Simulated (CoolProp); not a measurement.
Carbon monoxide along the isotherm 181.2 K: Z from the reference equation and from simpler models built on Tc = 132.9 K, pc = 34.98 bar, ω = 0.050; each cubic takes its own stable root.

Computed with CoolProp (reference Helmholtz-energy equation of state, Lemmon 2006). It is a short technical equation, of lower accuracy than the large ones.

```csv
p (bar),phase,reference,Pitzer virial,Redlich-Kwong
1.25,gas,0.9954,0.9956,0.9952
2.5,gas,0.9908,0.9911,0.9905
3.75,gas,0.9863,0.9867,0.9857
5,gas,0.9817,0.9823,0.9809
6.25,gas,0.9771,0.9778,0.9762
7.5,gas,0.9725,0.9734,0.9714
8.75,gas,___,0.9690,___
9.99,gas,0.9634,0.9646,0.9619
11.2,gas,0.9589,0.9603,0.9573
12.5,gas,0.9542,0.9557,0.9523
13.7,gas,___,___,0.9477
15,gas,0.9450,0.9468,0.9428
16.2,gas,0.9406,0.9425,0.9382
17.5,gas,0.9359,0.9379,0.9332
```

### Question
What belongs in the gaps?

### Answer

- 8.75, reference: 0.9679
- 8.75, Redlich-Kwong: 0.9666
- 13.7, reference: 0.9498
- 13.7, Pitzer virial: 0.9514
